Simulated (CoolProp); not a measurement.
Saturated liquid density (kg/m³) of R125: the reference equation beside estimates from Tc = 66.0 °C, pc = 3618 kPa, ω = 0.305. Rackett uses Z = 0.29056 − 0.08775 ω.

Model: reference Helmholtz-energy equation of state, Lemmon 2005, in CoolProp.

| T (°C) | reference | Rackett | van der Waals | Redlich-Kwong | Soave-Redlich-Kwong |
|---|---|---|---|---|---|
| -65.35 | 1574 | 1613 | 941.0 | 1383 | 1438 |
| -58.45 | 1550 | 1588 | 927.3 | 1359 | 1416 |
| -51.45 | 1526 | 1562 | 913.0 | 1334 | 1393 |
| -44.55 | 1501 | 1536 | 898.4 | 1309 | 1370 |
| -37.65 | 1475 | 1509 | 883.3 | 1282 | 1345 |
| -30.65 | 1449 | 1481 | 867.3 | 1254 | 1318 |
| -23.75 | 1422 | 1453 | 851.0 | 1224 | 1290 |
| -16.75 | 1393 | 1423 | 833.6 | 1193 | 1260 |
| -9.85 | 1364 | 1392 | 815.7 | 1161 | 1228 |
| -2.85 | 1333 | 1359 | 796.6 | 1127 | 1194 |
| 4.05 | 1301 | 1325 | 776.7 | 1091 | 1157 |
| 11.05 | 1266 | 1289 | 755.3 | 1052 | 1118 |
| 17.95 | 1230 | 1252 | 732.8 | 1012 | 1075 |

Absolute difference from the reference over all 13 rows, mean and median: Rackett 2.1 and 2.2 %, van der Waals 40.2 and 40.2 %, Redlich-Kwong 14.3 and 13.9 %, Soave-Redlich-Kwong 9.8 and 9.3 %.
